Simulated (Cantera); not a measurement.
Si + O2 + H2 (thermal oxidation and active oxidation of silicon)

Feed: 1 mol Si, 0.0047 mol O2, 630 mol H2, held at 0.165 Torr.

These are equilibrium values from Cantera (NASA tables, ideal gas, pure condensed phases), not measurements of a reactor. Candidate condensed phases: H2O, Si, SiO2; 18 gas species. The numbers say what is thermodynamically allowed, not how fast it happens.

```tsv
T (K)	log p H2	log p H	log p Si	log p SiH	n Si(s)	n SiO2(β-quartz)
900	-3.66	-11.76	<-15	<-15	0.995	0.00469
1100	-3.66	-9.42	-13.63	-13.98	0.991	0
1300	-3.66	-7.78	-10.36	-11.27	0.990	0
1500	-3.66	-6.58	-7.98	-9.30	0.958	0
1700	-3.66	-5.66	-6.48	-8.12	0	0
1900	-3.68	-4.94	-6.48	-8.38	0	0
2100	-3.75	-4.38	-6.51	-8.65	0	0
```
log p: log10 of the partial pressure in bar; n: condensed amount in mol.

At 900 K the condensed part is Si(s) + SiO2(β-quartz). From 1100 K to 1500 K the condensed part is Si(s). From 1700 K to 2100 K nothing is condensed. The main Si-bearing gas is SiO at 900 K and Si at 2100 K.
